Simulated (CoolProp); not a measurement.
Vapour-liquid equilibrium of propylene (1) + R152A (2) at 0.641 MPa; x and y are mole fractions of (1).

Values from CoolProp's multi-fluid Helmholtz-energy mixture model, Lemmon 2013 and Outcalt 1996; pair parameters Bell 2016.

```
x      bubble temperature (K)  y at the bubble point  dew temperature at overall composition x (K)  liquid density (mol/L)
-----  ----------------------  ---------------------  --------------------------------------------  ----------------------
0.05                    296.6                  0.139                                         299.2                   13.54
0.125                   291.7                  0.299                                         297.0                   13.54
0.2                     287.8                  0.416                                         294.8                   13.51
0.275                   284.8                  0.503                                         292.4                   13.45
0.35                    282.5                  0.569                                         290.0                   13.37
0.425                   280.7                  0.623                                         287.5                   13.29
0.5                     279.3                  0.668                                         284.9                   13.21
0.575                   278.3                  0.708                                         282.3                   13.13
0.65                    277.4                  0.747                                         279.9                   13.06
0.725                   276.7                  0.786                                         277.9                   13.00
0.8                     276.2                  0.830                                         276.5                   12.95
0.875                   276.0                  0.881                                         276.0                   12.92
0.95                    276.0                  0.945                                         276.0                   12.89
```

y crosses x between x = 0.875 and 0.95: the model has an azeotrope there.

Pair parameters are fitted to limited data, so mixtures are less certain than the pure fluids.
